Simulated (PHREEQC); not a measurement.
Solution (25 °C): 0.0017 mol/kgw HF, 0.00078 mol/kgw H2SiF6, 9.8e-05 mol/kgw H3BO3 and 0.0019 mol/kgw HNO3. Closed to the air; pH follows from the charge balance.

All values are PHREEQC results (ion-association model, wateq4f.dat), not measurements.

Each row changes one thing in this solution. This is a speciation only: nothing precipitates in the calculation.

| case | pH | ionic strength (mol/kgw) | HF (mol/kgw) | F- (mol/kgw) | H2F2 (mol/kgw) | HF2- (mol/kgw) |
|---|---|---|---|---|---|---|
| as made | 2.48 | 0.00413 | 0.00234 | 0.000502 | 1.43e-5 | 4.51e-6 |
| 0.00018 mol/kgw NaCl added | 2.48 | 0.00431 | 0.00234 | 0.000502 | 1.43e-5 | 4.52e-6 |
| diluted 2-fold with water | 2.74 | 0.00206 | 0.00156 | 0.000606 | 6.34e-6 | 3.63e-6 |
| HNO3 replaced by Fe(NO3)3 at the same molality | 2.38 | 0.00640 | 0.00150 | 0.000261 | 5.87e-6 | 1.50e-6 |
| H3BO3 left out | 2.48 | … | 0.00238 | … | … | 4.64e-6 |
| H2SiF6 left out | 2.66 | 0.00231 | … | 0.000403 | 4.15e-6 | 1.95e-6 |
| H3BO3 from 9.8e-05 to 0.00098 mol/kgw | 2.48 | 0.00403 | 0.00215 | 0.000460 | 1.20e-5 | 3.79e-6 |
| H2SiF6 from 0.00078 to 0.0039 mol/kgw | … | 0.0127 | 0.00371 | 0.000334 | 3.59e-5 | 4.77e-6 |

Problem. What belongs in the gaps?

Solution. 
- H3BO3 left out, ionic strength (mol/kgw): 0.00414
- H3BO3 left out, F- (mol/kgw): 0.000508
- H3BO3 left out, H2F2 (mol/kgw): 1.47e-5
- H2SiF6 left out, HF (mol/kgw): 0.00126
- H2SiF6 from 0.00078 to 0.0039 mol/kgw, pH: 2.08

Species that the database lacks are ignored. Some of these states are supersaturated (in Quartz (slow to form), Hematite (slow to form), Goethite (slow to form), for instance). SiF6-2 is the database's only silicon fluoride. Real BF4- forms and hydrolyses slowly; the run takes it at equilibrium.
